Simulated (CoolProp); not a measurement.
Methanol at 398.55 K and 14.6 MPa is throttled through a valve to 1.02 MPa with no heat exchange. Each further row changes one setting.

Computed with CoolProp (reference Helmholtz-energy equation of state, de Reuck 1993).

| case | temperature change (K) | final phase | final density (kg/m³) |
|---|---|---|---|
| as stated | +1.7 | liquid | 679 |
| outlet pressure 0.306 MPa | … | … | … |
| outlet pressure 1.33 MPa | +1.7 | liquid | 679 |

Some entries are withheld; supply them.


- outlet pressure 0.306 MPa, temperature change (K): -29.9
- outlet pressure 0.306 MPa, final phase: two-phase, vapour fraction 0.101
- outlet pressure 0.306 MPa, final density (kg/m³): 33.2
